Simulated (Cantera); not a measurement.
SiF₄ + N₂ (silicon nitride deposition)

Charge: 1 mol SiF₄, 1 mol N₂, held at 975 K and 92.0 mbar.

Cantera equilibrium calculation (NASA polynomials, part measured and part estimated; ideal gas, pure solids and liquids). Candidate condensed phases: Si, Si₃N₄; 16 gas species. Equilibrium is a limit: real reactors are often held back by kinetics, nucleation or transport.

- x(N₂) = 0.500
- x(SiF₄) = 0.500
- gas amount = 2.000 mol
- log10 activity of Si(s) (absent) = -33.68
